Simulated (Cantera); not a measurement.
Input: 1 mol Pb, a varied amount of H2, 0.97 mol O2, at 10.0 Torr.

Cantera equilibrium calculation (NASA polynomials, part measured and part estimated; ideal gas, pure solids and liquids). Candidate condensed phases: H2O, Pb, PbO, PbO2, Pb3O4; 12 gas species. Equilibrium is a limit: real reactors are often held back by kinetics, nucleation or transport.

Q: What condenses at these points (T in K, n(H2) in mol): (1373, 6.6); (1223, 44); (1073, 64); (1373, 21); (1223, 64)?

A: 
```tsv
T (K)	n(H2) in mol	condensed phases	Pb condensed (%)
1373	6.6	gas only	0.0
1223	44	gas only	0.0
1073	64	Pb	64.7
1373	21	gas only	0.0
1223	64	gas only	0.0
```
